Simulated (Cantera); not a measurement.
Charge: 1 mol LiOH, 1 mol H2, 1.4 mol O2, at 977 °C and 23000 Pa.

Method: chemical equilibrium by Gibbs-energy minimisation in Cantera with the NASA 1993 tables (ideal gas, pure condensed phases). Candidate condensed phases: H2O, Li, LiH, LiOH, Li2O; 17 gas species. The numbers say what is thermodynamically allowed, not how fast it happens.

Base state: H2O 0.623, O2 0.374, LiOH 0.00288, Li2(OH)2 0.000127, OH 2.39e-5 (mole fractions); condensed: Li2O(s).

**Question.** What changes in the equilibrium state with this change: LiOH replaced by CsOH?

**Answer.** 
```
species         before    after
------------  --------  -------
H2O              0.623    0.346
CsOH                 0    0.341
O2               0.374    0.311
LiOH           0.00288        0
Cs2(OH)2             0  0.00237
Li2(OH)2      0.000127        0
OH             2.39e-5  1.70e-5
Li2O(s), mol     0.496        0
```
Further candidate phases: Cs, CsOH.
